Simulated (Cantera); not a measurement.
An adiabatic, constant-pressure homogeneous reactor starts with 11.4 % CH3OH, 18.6 % O2, 70.0 % N2, equivalence ratio 0.92, at 1575 K and 0.513 atm.

Model: GRI-Mech 3.0 (53 species, 325 reactions), integrated in Cantera. GRI-Mech 3.0 was tuned for natural gas; its chemistry of methanol as a main component is partial and can be far from experiment.

One state of this run: T (K) = 1591; x CH3OH = 0.103; x O2 = 0.180; x CO = 0.00130; x NO2 = 3.84e-12; x CO2 = 8.20e-5. x: mole fraction; the columns are a selection and need not sum to one.

Question: Which value of t (s) does it belong to?
A) 0.0418
B) 0.110
C) 0.00603
D) 0.000126

Answer: D, 0.000126
